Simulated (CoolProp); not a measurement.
Vapour-liquid equilibrium of R134a (1) + R142b (2) at 191.1 K; x and y are mole fractions of (1).

The numbers come from the multi-fluid Helmholtz-energy mixture model, Tillner-Roth 1994 and Lemmon 2006; pair parameters Bell 2016 in CoolProp.

```csv
x,"bubble pressure, mixture model (kPa)","bubble pressure, Raoult's law (kPa)","y, mixture model","y, Raoult's law"
0.05,___,1.417,0.139,0.109
0.15,1.728,1.594,___,0.291
0.25,___,1.770,0.484,0.437
0.35,2.171,1.947,0.589,0.556
0.45,___,2.123,0.671,0.656
0.55,___,2.300,0.739,0.740
0.65,2.671,2.476,0.799,0.812
0.75,2.805,2.653,0.854,0.875
0.85,___,2.829,0.909,0.930
0.95,3.041,3.006,___,0.978
```

Question: Fill in the missing entries.

Answer: 
- 0.05, bubble pressure, mixture model (kPa): 1.468
- 0.15, y, mixture model: 0.343
- 0.25, bubble pressure, mixture model (kPa): 1.962
- 0.45, bubble pressure, mixture model (kPa): 2.357
- 0.55, bubble pressure, mixture model (kPa): 2.522
- 0.85, bubble pressure, mixture model (kPa): 2.928
- 0.95, y, mixture model: 0.968

The largest gap from Raoult's law is +11.5 % in bubble pressure, at x = 0.35. No azeotrope shows between x = 0.05 and 0.95.

Pair parameters are fitted to limited data, so mixtures are less certain than the pure fluids.
